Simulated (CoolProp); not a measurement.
A single-stage vapour-compression cycle with fluoroethane (R161): evaporating at 272.15 K (dew point), condensing at 339.15 K (bubble point), superheat 2 K, subcooling 2 K, compressor efficiency 0.6, no pressure losses. Each further row changes one setting.

The numbers come from the reference Helmholtz-energy equation of state, Wu 2012 in CoolProp.

| case | cooling COP | pressure ratio | discharge temperature (K) | refrigerating effect (kJ/kg) | volumetric capacity (kJ/m³) |
|---|---|---|---|---|---|
| as stated | 1.68 | 5.84 | 393.4 | 230 | 2250 |
| evaporating temperature 277.15 K | 1.89 | 4.96 | 388.1 | 233 | 2680 |
| condensing temperature 334.15 K | 1.89 | 5.24 | 386.1 | 243 | 2380 |
| subcooling 7 K | 1.78 | 5.84 | 393.4 | 243 | 2390 |
| superheat 12 K | 1.69 | 5.84 | 404.4 | 243 | 2270 |
| compressor efficiency 0.5 | 1.40 | 5.84 | 408.4 | 230 | 2250 |
